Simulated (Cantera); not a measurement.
A Cantera script and its output.

```python
import numpy as np
import cantera as ct

gas = ct.Solution("gri30.yaml", transport_model="mixture-averaged")
show = ['NO', 'CH3', 'N2']

rows = []
print(f"{'T/K':>7s}{'rho':>11s}{'cp':>10s}{'mu':>11s}{'lambda':>11s}{'Pr':>7s}" + "".join(f"{'D_' + s:>11s}" for s in show))
for T in [400, 600, 800, 1000, 1200, 1400]:
    gas.TPX = T, 13332, {'CO2': 0.49, 'C3H8': 0.89, 'N2': 0.94}
    Pr = gas.cp_mass * gas.viscosity / gas.thermal_conductivity
    D = [gas.mix_diff_coeffs_mole[gas.species_index(s)] for s in show]
    rows.append([gas.density, gas.cp_mass, gas.viscosity, gas.thermal_conductivity, Pr, *D])
    print(f"{T:7g}{gas.density:11.4e}{gas.cp_mass:10.1f}{gas.viscosity:11.4e}"
          f"{gas.thermal_conductivity:11.4e}{Pr:7.3f}" + "".join(f"{d:11.4e}" for d in D))
print("SI units: kg/m3, J/kg/K, Pa s, W/m/K, m2/s")
```

It prints:

```
    T/K        rho        cp         mu     lambda     Pr       D_NO      D_CH3       D_N2
    400 1.5057e-01    1509.4 1.5795e-05 3.0265e-02  0.788 1.8867e-04 2.1264e-04 1.6296e-04
    600 1.0038e-01    1904.7 2.1943e-05 4.9290e-02  0.848 3.8322e-04 4.3688e-04 3.3337e-04
    800 7.5287e-02    2209.5 2.7221e-05 6.7749e-02  0.888 6.2650e-04 7.1831e-04 5.4686e-04
   1000 6.0230e-02    2442.2 3.1926e-05 8.5295e-02  0.914 9.1330e-04 1.0505e-03 7.9866e-04
   1200 5.0191e-02    2601.9 3.6226e-05 1.0190e-01  0.925 1.2401e-03 1.4291e-03 1.0856e-03
   1400 4.3021e-02    2733.9 4.0221e-05 1.1762e-01  0.935 1.6044e-03 1.8512e-03 1.4054e-03
SI units: kg/m3, J/kg/K, Pa s, W/m/K, m2/s
```

Detailed kinetics in Cantera: GRI-Mech 3.0 (53 species, 325 reactions). The composition is frozen, though it would react at the higher temperatures.
